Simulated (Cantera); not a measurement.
Feed: 1 mol TEOS, 1 mol N₂O, held at 673.15 K and 1.00 bar.

Cantera equilibrium calculation (NASA polynomials, part measured and part estimated; ideal gas, pure solids and liquids). Candidate condensed phases: C, C₆H₆, C₇H₈, C₈H₁₈, H₂O, Si, SiC, SiO₂, Si₂N₂O, Si₃N₄; 151 gas species. The feed counts by its element totals alone. Kinetics and transport are ignored.

Base state: CH₄ 0.387, H₂O 0.291, H₂ 0.160, N₂ 0.122, CO₂ 0.0376, CO 0.00169, NH₃ 0.000300 (mole fractions); condensed: C(graphite) + SiO₂(α-quartz).

### Question
What changes in the equilibrium state with this change: temperature from 673.15 K to 1798 K?

### Answer
| species | before | after |
|---|---|---|
| H₂ | 0.160 | 0.624 |
| CO | 0.00169 | 0.311 |
| N₂ | 0.122 | 0.0619 |
| CH₄ | 0.387 | 0.000301 |
| H₂O | 0.291 | 5.58e-5 |
| CO₂ | 0.0376 | 7.30e-6 |
| SiO | <1e-9 | 0.00172 |
| HCN | <1e-9 | 0.00119 |
| H | <1e-9 | 0.000278 |
| C(graphite), mol | 4.52 | 2.03 |
| SiO₂(α-quartz), mol | 1.00 | 0 |
| SiC(s), mol | 0 | 0.973 |

### Question
What changes in the equilibrium state with this change: temperature from 673.15 K to 1425 K?

### Answer
| species | before | after |
|---|---|---|
| H₂ | 0.160 | 0.712 |
| CO | 0.00169 | 0.214 |
| N₂ | 0.122 | 0.0715 |
| CH₄ | 0.387 | 0.00191 |
| H₂O | 0.291 | 0.000463 |
| CO₂ | 0.0376 | 6.13e-5 |
| HCN | <1e-9 | 0.000137 |
| NH₃ | 0.000300 | 1.26e-5 |
| C(graphite), mol | 4.52 | 4.98 |
| SiO₂(α-quartz), mol | 1.00 | 0 |
| SiO₂(β-quartz), mol | 0 | 1.000 |
The tables hold silica as quartz up to 1696 K and as liquid above; real silica turns to tridymite and cristobalite and melts near 1996 K.

### Question
What changes in the equilibrium state with this change: TEOS replaced by SiCl₄?

### Answer
| species | before | after |
|---|---|---|
| Cl₂ | 0 | 0.400 |
| N₂ | 0.122 | 0.400 |
| SiCl₄ | 0 | 0.200 |
| CH₄ | 0.387 | 0 |
| H₂O | 0.291 | 0 |
| H₂ | 0.160 | 0 |
| CO₂ | 0.0376 | 0 |
| CO | 0.00169 | 0 |
| NH₃ | 0.000300 | 0 |
| C(graphite), mol | 4.52 | 0 |
| SiO₂(α-quartz), mol | 1.00 | 0.500 |
